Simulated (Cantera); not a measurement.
An isothermal, constant-pressure homogeneous reactor starts with CH₄ : O₂ : N₂ = 0.007 : 0.0024 : 1 (molar parts), equivalence ratio 5.8, at 1475 K and 11300 Torr.

Computed with Cantera and GRI-Mech 3.0 (53 species, 325 reactions). GRI-Mech 3.0 stops at C3 and has no aromatics, soot or wall deposition, so with more carbon than oxygen in the feed, carbon stays in small species such as C2H2 where larger ones or solid carbon would form. The pressure lies above the range GRI-Mech 3.0 was tuned for (to about 10 atm).

Question: Predict: x(CH₄) at 2.00 s; x(H₂) at 2.00 s; x(C₂H₆) at 2.00 s.

Answer: 
| Quantity | Result |
|---|---|
| x(CH₄) at 2.00 s | 0.00129 (gas-phase equilibrium 9.88e-5) |
| x(H₂) at 2.00 s | 0.00677 (gas-phase equilibrium 0.0125) |
| x(C₂H₆) at 2.00 s | 5.46e-7 (gas-phase equilibrium 2.39e-9) |
